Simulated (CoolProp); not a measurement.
Model: reference Helmholtz-energy equation of state, Lemmon 2006, in CoolProp. It is a short technical equation, of lower accuracy than the large ones.

### Question
Give the vapour pressure (bar), vapour density (kg/m³), surface tension (mN/m), liquid viscosity (µPa s) of saturated toluene at 68.55, 98.95 °C.

### Answer
```json
[
 {"T (°C)": "68.55", "p (bar)": "0.258", "vapour density (kg/m³)": "0.849", "surface tension (mN/m)": "22.7", "liquid viscosity (µPa s)": "350"},
 {"T (°C)": "98.95", "p (bar)": "0.719", "vapour density (kg/m³)": "2.21", "surface tension (mN/m)": "19.2", "liquid viscosity (µPa s)": "272"}
]
```

Viscosity comes from a separate model (Avgeri 2015). Surface tension comes from a separate correlation (Mulero 2012).
